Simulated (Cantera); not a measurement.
Pyrogenic steam for wet oxidation

An isothermal, constant-pressure homogeneous reactor starts with 28.2 % H2, 47.8 % O2, 23.9 % N2, equivalence ratio 0.29, at 1375 K and 113 Torr.

Detailed kinetics in Cantera: the H2/O2 subset of GRI-Mech 3.0, which has no nitrogen chemistry. The temperature is held fixed by assumption; the heat of reaction is taken as removed at once.

```tsv
t (s)	x H2	x O2	x H2O2	x H	x HO2
4.00e-5	0.280	0.477	6.69e-8	0.00134	1.17e-5
0.000110	0.0215	0.347	2.83e-6	0.0802	4.98e-5
0.000301	0.00941	0.375	3.20e-6	0.0180	5.59e-5
0.000826	0.00132	0.390	1.57e-6	0.000823	2.96e-5
0.00227	0.000146	0.392	4.96e-7	3.06e-5	6.32e-6
0.00622	2.37e-5	0.393	1.63e-7	2.17e-6	1.34e-6
0.0171	5.45e-6	0.393	5.72e-8	2.54e-7	3.75e-7
0.0469	1.58e-6	0.393	2.17e-8	4.14e-8	1.63e-7
0.129	6.16e-7	0.393	1.02e-8	1.03e-8	1.30e-7
0.353	4.25e-7	0.393	7.65e-9	5.92e-9	1.32e-7
0.968	4.17e-7	0.393	7.54e-9	5.75e-9	1.32e-7
2.66	4.17e-7	0.393	7.54e-9	5.75e-9	1.32e-7
7.29	4.17e-7	0.393	7.54e-9	5.75e-9	1.32e-7
20.0	4.17e-7	0.393	7.54e-9	5.75e-9	1.32e-7
```
x: mole fraction; the columns are a selection and need not sum to one.

Equilibrium at this temperature and pressure: H2 4.17e-7, O2 0.393, H2O2 7.54e-9, H 5.75e-9, HO2 1.32e-7 (gas phase only).
